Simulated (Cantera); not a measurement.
# Equilibrium for carbothermic reduction: Fe3O4 + CH4 + H2

Feed: 1 mol Fe3O4, 0.33 mol CH4, a varied amount of H2, equilibrated at 1.33 mbar.

These are equilibrium values from Cantera (NASA tables, ideal gas, pure condensed phases), not measurements of a reactor. Candidate condensed phases: C, C6H6, C7H8, C8H18, Fe, Fe(CO)5, FeO, Fe(OH)2, Fe(OH)3, Fe2O3, Fe3O4, H2O; 114 gas species. Each liquid is taken as pure. Mutual solubility and eutectic melting of coexisting phases are not modelled. The tables' stoichiometric FeO is somewhat more stable than real wüstite, so its field is too wide. FeO: taken at fixed stoichiometry. Kinetics and transport are ignored.

Stable condensed phases:

```
T in K \ n(H2) in mol
         1.7 2.8 3.8 4.9 5.9   7   8
   2223    A   A   B   B   B   B   B
   2123    A   A   A   A   B   B   B
   2023    A   A   A   A   A   A   A
   1923    A   A   C   C   C   C   C
   1823    C   C   C   C   C   C   C
   1723    C   C   C   C   C   C   C
   1623    C   C   C   C   C   C   C
   1523    C   C   C   C   C   C   C
   1423    C   C   C   C   C   C   C
   1323    A   C   C   C   C   C   C
   1223    A   C   C   C   C   C   C
   1123    A   C   C   C   C   C   C
```

A: FeO; B: gas only; C: Fe + FeO.
